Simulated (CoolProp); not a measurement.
Vapour-liquid equilibrium of dimethyl ether (1) + chloromethane (R40) (2) at 1.59 MPa; x and y are mole fractions of (1).

Model: multi-fluid Helmholtz-energy mixture model, Wu 2011 and Thol 2014; pair parameters Bell 2016, in CoolProp.

```
x     bubble temperature, mixture model (°C)  bubble temperature, Raoult's law (°C)  y, mixture model  y, Raoult's law
----  --------------------------------------  -------------------------------------  ----------------  ---------------
0.05                                    65.1                                   64.8             0.045            0.051
0.2                               (withheld)                                   64.7        (withheld)            0.202
0.35                              (withheld)                                   64.6             0.343            0.353
0.5                                     66.5                                   64.5             0.502            0.504
0.65                                    66.2                                   64.4        (withheld)            0.653
0.8                               (withheld)                                   64.3             0.814            0.802
0.95                                    64.6                                   64.2             0.956            0.951
```

Task: Fill in the missing entries.

Result: 
- 0.2, bubble temperature, mixture model (°C): 65.9
- 0.2, y, mixture model: 0.189
- 0.35, bubble temperature, mixture model (°C): 66.4
- 0.65, y, mixture model: 0.661
- 0.8, bubble temperature, mixture model (°C): 65.6

The largest gap from Raoult's law is +2.0 K in bubble temperature, at x = 0.5. y crosses x between x = 0.35 and 0.5: the model has an azeotrope there.

Pair parameters are fitted to limited data, so mixtures are less certain than the pure fluids.
